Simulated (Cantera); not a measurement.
Cantera run:

```python
import numpy as np
import cantera as ct

gas_names = [...]  # 110 gases of nasa_gas.yaml made of C, H, O
cond_names = """
    C(gr) C6H6(L) C7H8(L) C8H18(L),n-octa H2O(s) H2O(L)
""".split()


# ... load() reads the species with a 1 bar reference pressure and builds the phases ...
atoms = {
    'H2O': {'H': 2, 'O': 1},
    'O2': {'O': 2},
    'H2': {'H': 2},
    'CH4': {'C': 1, 'H': 4},
}
top_T = {'C(gr)': 4500}  # K; cautious upper limits of use, not melting points


# ... equilibrate(T, P, feed) seeds the gas with the atoms and calls Mixture.equilibrate('TP', solver="vcs", rtol=1e-11, max_steps=5000) ...
results = []
feed = {'H2O': 1, 'O2': 0.058, 'H2': 0.1, 'CH4': 1.4}  # mol
P = 10000  # Pa
for T in [1398, 1548, 1698, 1848, 1998, 2148, 2298]:
    mix = equilibrate(T, P, feed)
    results.append((T, P, feed, dict(zip(mix.species_names, mix.species_moles))))
    x = sorted(zip(gas.X, gas.species_names), reverse=True)
    print(f"T = {T:g} K  P = {P:g} Pa  gas = {mix.phase_moles(0):.4g} mol")
    print("   x: " + "  ".join(f"{s} {v:.3e}" for v, s in x if v > 1e-06))
    print("   condensed (mol): " + ("  ".join(f"{mix.phase(i).name} {mix.phase_moles(i):.4g}"
          for i in range(1, mix.n_phases) if mix.phase_moles(i) > 1e-12) or "none"))
```

It prints:

```
T = 1398 K  P = 10000 Pa  gas = 5.014 mol
   x: H2 7.772e-01  CO 2.225e-01  CH4 2.638e-04  H2O 6.548e-05  H 1.319e-05  CO2 8.668e-06  C2H2,acetylene 1.905e-06
   condensed (mol): C(gr) 0.283
T = 1548 K  P = 10000 Pa  gas = 5.015 mol
   x: H2 7.773e-01  CO 2.225e-01  CH4 1.239e-04  H 8.585e-05  H2O 2.124e-05  C2H2,acetylene 1.220e-05  CO2 2.180e-06
   condensed (mol): C(gr) 0.2834
T = 1698 K  P = 10000 Pa  gas = 5.017 mol
   x: H2 7.770e-01  CO 2.225e-01  H 4.031e-04  CH4 6.663e-05  C2H2,acetylene 5.599e-05  H2O 8.434e-06
   condensed (mol): C(gr) 0.2831
T = 1848 K  P = 10000 Pa  gas = 5.019 mol
   x: H2 7.759e-01  CO 2.223e-01  H 1.477e-03  C2H2,acetylene 1.998e-04  CH4 3.967e-05  H2O 3.902e-06  CH3 1.521e-06
   condensed (mol): C(gr) 0.2818
T = 1998 K  P = 10000 Pa  gas = 5.027 mol
   x: H2 7.729e-01  CO 2.220e-01  H 4.460e-03  C2H2,acetylene 5.859e-04  CH4 2.549e-05  CH3 2.912e-06  H2O 2.027e-06
   condensed (mol): C(gr) 0.278
T = 2148 K  P = 10000 Pa  gas = 5.045 mol
   x: H2 7.658e-01  CO 2.212e-01  H 1.153e-02  C2H2,acetylene 1.466e-03  CH4 1.730e-05  CH3 5.037e-06  H2O 1.149e-06  C4H2 1.140e-06
   condensed (mol): C(gr) 0.2691
T = 2298 K  P = 10000 Pa  gas = 5.083 mol
   x: H2 7.509e-01  CO 2.196e-01  H 2.625e-02  C2H2,acetylene 3.213e-03  CH4 1.212e-05  CH3 7.961e-06  C4H2 5.628e-06  C2H 5.046e-06  C2H2,vinylidene 1.187e-06
   condensed (mol): C(gr) 0.2511
```

Method: chemical equilibrium by Gibbs-energy minimisation in Cantera with the NASA 1993 tables (ideal gas, pure condensed phases).
